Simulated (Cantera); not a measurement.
Feed: 1 mol SiC, 1.2 mol H2, held at 2925 K and 1 atm.

Equilibrium computed with Cantera from the NASA thermochemical tables; the gas is ideal and each condensed phase is pure. Candidate condensed phases: C, C6H6, C7H8, C8H18, Si, SiC; 87 gas species. Gases not in the tables: Si2H6 and higher silanes. The numbers say what is thermodynamically allowed, not how fast it happens.

Base state: H2 0.765, H 0.108, Si 0.0484, C2H2 (acetylene) 0.0255, SiC2 0.0235, Si2C 0.0173, SiH 0.00646, SiH2 0.00197 (mole fractions); condensed: SiC(s).

Task: What changes in the equilibrium state with this change: temperature from 2925 K to 1550 K?

Result: 
```tsv
species	before	after
H2	0.765	1.000
H	0.108	3.13e-5
CH4	4.11e-5	1.81e-5
Si	0.0484	3.28e-8
SiC2	0.0235	<1e-9
C2H2 (acetylene)	0.0255	1.24e-9
Si2C	0.0173	<1e-9
SiH2	0.00197	2.79e-6
Si2	0.00150	<1e-9
C2H	0.000555	<1e-9
C4H2	0.000353	<1e-9
Si3	0.000154	<1e-9
SiC(s), mol	0.833	1.000
```

Task: What changes in the equilibrium state with this change: temperature from 2925 K to 2725 K?

Result: 
```
species             before    after
----------------  --------  -------
H2                   0.765    0.908
H                    0.108   0.0591
Si                  0.0484   0.0136
SiC2                0.0235  0.00249
Si2C                0.0173  0.00329
C2H2 (acetylene)    0.0255  0.00918
C3                 7.41e-5  2.96e-6
C                  1.97e-5  1.75e-6
SiC               0.000113  1.11e-5
SiC(s), mol          0.833    0.966
```

Task: What changes in the equilibrium state with this change: 0.0014 mol CO2 added?

Result: 
```csv
species,before,after
H2,0.765,0.764
H,0.108,0.108
Si,0.0484,0.0485
CO,0,0.00187
C2H2 (acetylene),0.0255,0.0252
Si2C,0.0173,0.0174
SiC2,0.0235,0.0234
SiO,0,0.000111
C4H2,0.000353,0.000348
"SiC(s), mol",0.833,0.832
```
Further candidate phases: H2O, SiO2.
